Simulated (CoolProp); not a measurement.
Dodecamethylcyclohexasiloxane (D6) at several states: Z from the reference equation and from simpler models built on Tc = 645.8 K, pc = 0.9614 MPa, ω = 0.736; each cubic takes its own stable root.

Model: reference Helmholtz-energy equation of state, Colonna 2008, in CoolProp. It is a short technical equation, of lower accuracy than the large ones.

```tsv
T (K)	p (MPa)	phase	reference
524.6	0.0181	gas	0.9844
351.5	0.355	liquid	0.05936
542.8	0.043	gas	0.9664
576	0.292	gas	0.7871
540.3	0.128	gas	0.8929
```

Problem. How far does each simpler model (van der Waals, Redlich-Kwong, Soave-Redlich-Kwong, Peng-Robinson) lie from the reference over these 5 states: mean and median of the absolute difference, and the worst?

Solution. 
- van der Waals: mean 18.9 %, median 4.8 %, worst +77.7 % at 351.5 K and 0.355 MPa
- Redlich-Kwong: mean 6.2 %, median 3.0 %, worst +20.5 % at 351.5 K and 0.355 MPa
- Soave-Redlich-Kwong: mean 3.3 %, median 1.0 %, worst +12.3 % at 351.5 K and 0.355 MPa
- Peng-Robinson: mean 0.4 %, median 0.1 %, worst +1.2 % at 576 K and 0.292 MPa
